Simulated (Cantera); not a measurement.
**Premixed flame**

A freely propagating, adiabatic, planar premixed flame of 8.10 % CH₄, 0.648 % C₂H₆, 13.2 % O₂, 55.4 % N₂, 22.7 % CO₂, equivalence ratio 1.4, unburnt at 323 K and 90.0 Torr; unity-Lewis-number transport, grid criteria slope 0.08 and curve 0.16, no radiation.

Detailed kinetics in Cantera: GRI-Mech 3.0 (53 species, 325 reactions). Unity Lewis numbers drop preferential diffusion, which matters most where H2 and H carry the flame. Burning velocities carry a grid error of a few per cent, more on coarse grids.

| z (mm) | T (K) | u (m/s) | x CH₄ | x C₂H₆ | x O₂ | x HCN | x C₂H₄ | x CH₂O |
|---|---|---|---|---|---|---|---|---|
| -93.4 | 326 | 0.0259 | 0.0808 | 0.00646 | 0.132 | <1e-8 | 4.32e-6 | 1.59e-6 |
| -62.2 | 339 | 0.0270 | 0.0799 | 0.00639 | 0.130 | 3.80e-8 | 2.69e-5 | 9.94e-6 |
| -46.7 | 377 | 0.0301 | 0.0774 | 0.00616 | 0.126 | 1.30e-7 | 9.22e-5 | 3.40e-5 |
| -31.1 | 523 | 0.0420 | 0.0673 | 0.00527 | 0.111 | 4.96e-7 | 0.000351 | 0.000130 |
| -15.6 | 898 | 0.0735 | 0.0393 | 0.00280 | 0.0673 | 1.51e-6 | 0.00106 | 0.000372 |
| -7.78 | 1169 | 0.0972 | 0.0182 | 0.00108 | 0.0342 | 2.32e-6 | 0.00130 | 0.000294 |
| 0 | 1410 | 0.119 | 0.00146 | 2.86e-5 | 0.00495 | 3.30e-6 | 0.000194 | 4.83e-5 |
| 7.78 | 1450 | 0.122 | 2.13e-6 | <1e-8 | 0.000142 | 2.25e-6 | 4.73e-8 | 2.44e-7 |
| 15.6 | 1455 | 0.122 | 4.71e-8 | <1e-8 | 4.63e-5 | 1.37e-6 | <1e-8 | <1e-8 |
| 31.1 | 1459 | 0.123 | <1e-8 | <1e-8 | 1.64e-5 | 7.36e-7 | <1e-8 | <1e-8 |
| 62.2 | 1461 | 0.123 | <1e-8 | <1e-8 | 4.21e-6 | 3.88e-7 | <1e-8 | <1e-8 |
| 124 | 1463 | 0.123 | <1e-8 | <1e-8 | 8.76e-7 | 2.19e-7 | <1e-8 | <1e-8 |
| 249 | 1464 | 0.123 | <1e-8 | <1e-8 | 1.67e-7 | 1.35e-7 | <1e-8 | <1e-8 |
x: mole fraction of selected species; z is measured from the peak of heat release.

```yaml
laminar_burning_velocity: 2.57 cm/s
thermal_thickness: 31.1 mm
peak x(HCN): 3.35e-6
peak x(C₂H₄): 0.00132
peak x(CH₂O): 0.000394
grid_points: 122
```
